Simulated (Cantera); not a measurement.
What does this Cantera script print?

```python
import numpy as np
import cantera as ct

gas_names = """
    C CN CO CO2 C2 CCN CNC C2N2 C2O C3 C3O2 C4 C4N2 C5 N NCO NO NO2 NO3 N2 N2O O O2 O3 Si SiC SiC2 SiN
    SiO SiO2 Si2 Si2C Si2N Si3
""".split()
cond_names = """
    C(gr) Si(cr) Si(L) SiC(b) SiO2(Lqz) SiO2(hqz) SiO2(L) Si2N2O(s) Si3N4(a)
""".split()


def load(file, names, dense=False):
    # The tables refer to 1 bar. Condensed volumes are neglected.
    table = {s.name: s for s in ct.Species.list_from_file(file)}
    out = []
    for n in names:
        d = dict(table[n].input_data)
        d["thermo"] = dict(d["thermo"], **{"reference-pressure": 1e5})
        if dense:
            d["equation-of-state"] = {"model": "constant-volume", "density": "1e6 g/cm^3"}
        out.append(ct.Species.from_dict(d))
    return out


gas = ct.Solution(thermo="ideal-gas", species=load("nasa_gas.yaml", gas_names))
cond = {s.name: ct.Solution(thermo="fixed-stoichiometry", species=[s], name=s.name)
        for s in load("nasa_condensed.yaml", cond_names, dense=True)}
atoms = {
    'SiO2': {'Si': 1, 'O': 2},
    'CO': {'C': 1, 'O': 1},
    'N2': {'N': 2},
    'C': {'C': 1},
}
top_T = {'C(gr)': 4500, 'SiC(b)': 3050, 'Si2N2O(s)': 2100, 'Si3N4(a)': 2400}  # K; cautious upper limits of use, not melting points


def equilibrate(T, P, feed):
    n = {}
    for name, mol in feed.items():
        for a, k in atoms[name].items():
            n[a] = n.get(a, 0.0) + k * mol
    gas.TPX = T, P, n
    mass = sum(n.values()) * gas.mean_molecular_weight
    gas.equilibrate("TP")
    valid = [c for c in cond.values() if c.min_temp <= T <= top_T.get(c.name, c.max_temp)]
    mix = ct.Mixture([(gas, mass / gas.mean_molecular_weight)] + [(c, 0.0) for c in valid])
    mix.T, mix.P = T, P
    mix.equilibrate("TP", solver="vcs", rtol=1e-11, max_steps=5000)
    return mix


results = []
feed = {'SiO2': 1, 'CO': 0.82, 'N2': 0.2, 'C': 1.4}  # mol
P = 78  # Pa
for T in [1673, 1723, 1773, 1823, 1873, 1923, 1973, 2023, 2073]:
    mix = equilibrate(T, P, feed)
    results.append((T, P, feed, dict(zip(mix.species_names, mix.species_moles))))
    x = sorted(zip(gas.X, gas.species_names), reverse=True)
    print(f"T = {T:g} K  P = {P:g} Pa  gas = {mix.phase_moles(0):.4g} mol")
    print("   x: " + "  ".join(f"{s} {v:.3e}" for v, s in x if v > 1e-06))
    print("   condensed (mol): " + ("  ".join(f"{mix.phase(i).name} {mix.phase_moles(i):.4g}"
          for i in range(1, mix.n_phases) if mix.phase_moles(i) > 1e-12) or "none"))
```

Output:

```
T = 1673 K  P = 78 Pa  gas = 3.02 mol
   x: CO 6.689e-01  SiO 2.648e-01  N2 6.622e-02  Si 7.358e-05
   condensed (mol): SiC(b) 0.1999
T = 1723 K  P = 78 Pa  gas = 3.021 mol
   x: CO 6.688e-01  SiO 2.647e-01  N2 6.621e-02  Si 1.992e-04  Si2C 1.377e-06
   condensed (mol): SiC(b) 0.1997
T = 1773 K  P = 78 Pa  gas = 3.022 mol
   x: CO 6.688e-01  SiO 2.645e-01  N2 6.619e-02  Si 5.093e-04  Si2C 4.675e-06  SiN 1.757e-06
   condensed (mol): SiC(b) 0.1992
T = 1823 K  P = 78 Pa  gas = 3.024 mol
   x: CO 6.687e-01  SiO 2.639e-01  N2 6.614e-02  Si 1.235e-03  Si2C 1.480e-05  SiN 3.675e-06  Si2 1.743e-06  Si2N 1.256e-06
   condensed (mol): SiC(b) 0.198
T = 1873 K  P = 78 Pa  gas = 3.029 mol
   x: CO 6.684e-01  SiO 2.627e-01  N2 6.603e-02  Si 2.854e-03  Si2C 4.395e-05  SiN 7.372e-06  Si2 5.377e-06  Si2N 2.768e-06  SiC2 1.083e-06
   condensed (mol): SiC(b) 0.1954
T = 1923 K  P = 78 Pa  gas = 3.04 mol
   x: CO 6.678e-01  SiO 2.600e-01  N2 6.579e-02  Si 6.291e-03  Si2C 1.228e-04  Si2 1.554e-05  SiN 1.420e-05  Si2N 5.810e-06  SiC2 3.558e-06  Si3 1.002e-06
   condensed (mol): SiC(b) 0.1898
T = 1973 K  P = 78 Pa  gas = 3.062 mol
   x: CO 6.666e-01  SiO 2.544e-01  N2 6.530e-02  Si 1.325e-02  Si2C 3.234e-04  Si2 4.209e-05  SiN 2.627e-05  Si2N 1.159e-05  SiC2 1.105e-05  Si3 2.995e-06
   condensed (mol): SiC(b) 0.178
T = 2023 K  P = 78 Pa  gas = 3.106 mol
   x: CO 6.643e-01  SiO 2.437e-01  N2 6.436e-02  Si 2.660e-02  Si2C 8.025e-04  Si2 1.062e-04  SiN 4.647e-05  SiC2 3.275e-05  Si2N 2.178e-05  Si3 8.210e-06  CN 1.129e-06
   condensed (mol): SiC(b) 0.1543
T = 2073 K  P = 78 Pa  gas = 3.189 mol
   x: CO 6.600e-01  SiO 2.243e-01  N2 6.266e-02  Si 5.062e-02  Si2C 1.867e-03  Si2 2.462e-04  SiC2 9.378e-05  SiN 7.789e-05  Si2N 3.792e-05  Si3 2.018e-05  CN 2.278e-06
   condensed (mol): SiC(b) 0.1088
```

Method: chemical equilibrium by Gibbs-energy minimisation in Cantera with the NASA 1993 tables (ideal gas, pure condensed phases). The tables' values for SiN are old estimates; treat these amounts as uncertain.
